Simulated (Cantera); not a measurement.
Cantera with NASA thermochemical tables; ideal gases at 1 bar, condensed phases pure. Values are per mole of reaction as written; species without (g) are pure solids or liquids, kept so even where they would boil at 1 bar.

O(g) + PbF2 → F2(g) + PbO(g)

```json
[
 {"T (K)": "798", "ΔH° (kJ)": "?", "ΔS° (J/K)": "?", "ΔG° (kJ)": "?", "log10 K": "?", "condensed phases": "PbF2(s)"},
 {"T (K)": "848", "ΔH° (kJ)": "?", "ΔS° (J/K)": "?", "ΔG° (kJ)": "?", "log10 K": "?", "condensed phases": "PbF2(s)"},
 {"T (K)": "898", "ΔH° (kJ)": "467.1", "ΔS° (J/K)": "116.9", "ΔG° (kJ)": "362.2", "log10 K": "-21.07", "condensed phases": "PbF2(s)"},
 {"T (K)": "948", "ΔH° (kJ)": "465.3", "ΔS° (J/K)": "114.9", "ΔG° (kJ)": "356.4", "log10 K": "-19.64", "condensed phases": "PbF2(s)"},
 {"T (K)": "998", "ΔH° (kJ)": "?", "ΔS° (J/K)": "?", "ΔG° (kJ)": "?", "log10 K": "?", "condensed phases": "PbF2(s)"},
 {"T (K)": "1048", "ΔH° (kJ)": "462.0", "ΔS° (J/K)": "111.5", "ΔG° (kJ)": "345.1", "log10 K": "-17.20", "condensed phases": "PbF2(s)"},
 {"T (K)": "1098", "ΔH° (kJ)": "?", "ΔS° (J/K)": "?", "ΔG° (kJ)": "?", "log10 K": "?", "condensed phases": "PbF2(s)"},
 {"T (K)": "1148", "ΔH° (kJ)": "443.2", "ΔS° (J/K)": "94.5", "ΔG° (kJ)": "334.7", "log10 K": "-15.23", "condensed phases": "PbF2(l)"}
]
```

Question: Complete the blanks.

Answer: 
- 798, ΔH° (kJ): 471.9
- 798, ΔS° (J/K): 122.6
- 798, ΔG° (kJ): 374.1
- 798, log10 K: -24.49
- 848, ΔH° (kJ): 469.2
- 848, ΔS° (J/K): 119.3
- 848, ΔG° (kJ): 368.1
- 848, log10 K: -22.67
- 998, ΔH° (kJ): 463.4
- 998, ΔS° (J/K): 113.0
- 998, ΔG° (kJ): 350.7
- 998, log10 K: -18.35
- 1098, ΔH° (kJ): 460.6
- 1098, ΔS° (J/K): 110.3
- 1098, ΔG° (kJ): 339.5
- 1098, log10 K: -16.15
